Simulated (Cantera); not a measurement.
Feed: 1 mol CHF3, 0.39 mol CH4, 11 mol H2, at 1.00 bar.

Cantera equilibrium calculation (NASA polynomials, part measured and part estimated; ideal gas, pure solids and liquids). Candidate condensed phases: C, C6H6, C7H8, C8H18; 110 gas species. Ions and electrons are included (thermal ionisation). Equilibrium is a limit: real reactors are often held back by kinetics, nucleation or transport.

### Question
What share of the C ends up in condensed phases as a function of T (°C), at 1727, 1977, 2227, 2477, 2727, 2977, 3227, 3477, 3727, 3977, 4227, 4477, 4727?

### Answer
| T (°C) | C condensed (%) | as |
|---|---|---|
| 1727 | 98.5 | C(graphite) |
| 1977 | 94.7 | C(graphite) |
| 2227 | 83.3 | C(graphite) |
| 2477 | 57.5 | C(graphite) |
| 2727 | 8.1 | C(graphite) |
| 2977 | 0.0 | - |
| 3227 | 0.0 | - |
| 3477 | 0.0 | - |
| 3727 | 0.0 | - |
| 3977 | 0.0 | - |
| 4227 | 0.0 | - |
| 4477 | 0.0 | - |
| 4727 | 0.0 | - |
